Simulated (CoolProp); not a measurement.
Propylene at 326.58 K and 0.908 MPa is compressed adiabatically to 6.8 MPa with isentropic efficiency 0.7. Each further row changes one setting.

Values from CoolProp's reference Helmholtz-energy equation of state, Lemmon 2013.

```tsv
case	work (kJ/kg)	final temperature (K)	final density (kg/m³)
as stated	?	?	103
efficiency 1	119	?	?
efficiency 0.65	?	?	?
```

**Question.** Complete the blanks.

**Answer.** 
- as stated, work (kJ/kg): 171
- as stated, final temperature (K): 454.5
- efficiency 1, final temperature (K): 436.4
- efficiency 1, final density (kg/m³): 115
- efficiency 0.65, work (kJ/kg): 184
- efficiency 0.65, final temperature (K): 459.4
- efficiency 0.65, final density (kg/m³): 99.8
